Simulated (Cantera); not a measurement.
A perfectly stirred reactor is fed with H2 : O2 : N2 = 1 : 0.417 : 1.57 (molar parts), equivalence ratio 1.2, at 1100000 Pa; it is adiabatic with a 350 K inlet, and is followed from long to short residence time, starting on the burning branch (τ in s: 0.29, 0.12, 0.05, 0.02, 0.0084, 0.0035, 0.0014, 0.00059, 0.00024, 0.0001).

Cantera simulation using the H2/O2 subset of GRI-Mech 3.0, which has no nitrogen chemistry; the numbers are that mechanism's predictions, not measurements. The hydrogen kinetics of GRI-Mech 3.0 are dated; newer H2 mechanisms differ, most at raised pressure.

One state of this run: T (K) = 2433; x H2 = 0.0646; x O2 = 4.65e-5; x H2O2 = 4.35e-8; x H2O = 0.323; x O = 2.08e-5; x OH = 0.00139; x H = 0.00145. x: mole fraction; the columns are a selection and need not sum to one.

**Question.** Which value of τ (s) does it belong to?
A. 0.020
B. 0.12
C. 0.0014
D. 0.00024

**Answer.** B, 0.12
